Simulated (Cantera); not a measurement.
A closed system holds: 1 mol Ca(OH)₂, a varied amount of O₂, held at 850 K and 100 Torr.

Cantera equilibrium calculation (NASA polynomials, part measured and part estimated; ideal gas, pure solids and liquids). Candidate condensed phases: Ca, CaO, Ca(OH)₂, H₂O; 14 gas species. Kinetics and transport are ignored.

x: gas mole fraction; n: condensed amount in mol.

| n(O₂) (mol) | x O₂ | x H₂O | x OH | n CaO(s) |
|---|---|---|---|---|
| 0.22 | 0.180 | 0.820 | 1.67e-8 | 1.00 |
| 0.33 | 0.248 | 0.752 | 1.73e-8 | 1.00 |
| 0.5 | 0.333 | 0.667 | 1.76e-8 | 1.00 |
| 0.76 | 0.432 | 0.568 | 1.73e-8 | 1.00 |
| 1.1 | 0.524 | 0.476 | 1.66e-8 | 1.00 |
| 1.7 | 0.630 | 0.370 | ___ | 1.00 |
| 2.6 | 0.722 | 0.278 | ___ | 1.00 |
| 4 | 0.800 | 0.200 | ___ | 1.00 |
| 6 | 0.857 | 0.143 | ___ | 1.00 |
| 9.2 | 0.902 | 0.0980 | ___ | 1.00 |

### Question
Fill in the missing entries.

### Answer

- 1.7, x OH: 1.53e-8
- 2.6, x OH: 1.38e-8
- 4, x OH: 1.20e-8
- 6, x OH: 1.03e-8
- 9.2, x OH: 8.64e-9
